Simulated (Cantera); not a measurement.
Feed: 1 mol SiCl4, a varied amount of HCl, 1.4 mol H2, equilibrated at 1098 K and 100 Torr.

Cantera equilibrium calculation (NASA polynomials, part measured and part estimated; ideal gas, pure solids and liquids). Candidate condensed phases: Si; 19 gas species. The tables' values for SiCl3 are old estimates; treat these amounts as uncertain. The numbers say what is thermodynamically allowed, not how fast it happens.

x: gas mole fraction; nothing condenses.

```tsv
n(HCl) (mol)	x HCl	x H2	x SiCl4	x SiHCl3	x SiCl3	x SiCl2	x SiH2Cl2
0.59	0.210	0.456	0.321	0.0102	0.00225	(withheld)	3.84e-5
1	0.301	0.405	0.287	0.00562	0.00132	(withheld)	1.32e-5
1.4	0.373	0.364	0.258	0.00367	0.000912	(withheld)	6.24e-6
1.8	0.432	0.330	0.235	0.00261	0.000681	(withheld)	3.48e-6
2.2	0.481	0.302	0.215	0.00196	0.000536	(withheld)	2.15e-6
2.7	0.531	0.273	0.194	0.00145	0.000416	(withheld)	1.30e-6
3.1	0.565	0.253	0.180	0.00118	0.000350	(withheld)	9.16e-7
3.5	0.594	0.236	0.168	0.000972	0.000300	(withheld)	6.72e-7
3.9	0.620	0.221	0.158	0.000818	0.000261	(withheld)	5.08e-7
```

Task: What belongs in the gaps?

Result: 
- 0.59, x SiCl2: 0.000222
- 1, x SiCl2: 8.57e-5
- 1.4, x SiCl2: 4.52e-5
- 1.8, x SiCl2: 2.78e-5
- 2.2, x SiCl2: 1.88e-5
- 2.7, x SiCl2: 1.25e-5
- 3.1, x SiCl2: 9.55e-6
- 3.5, x SiCl2: 7.51e-6
- 3.9, x SiCl2: 6.06e-6
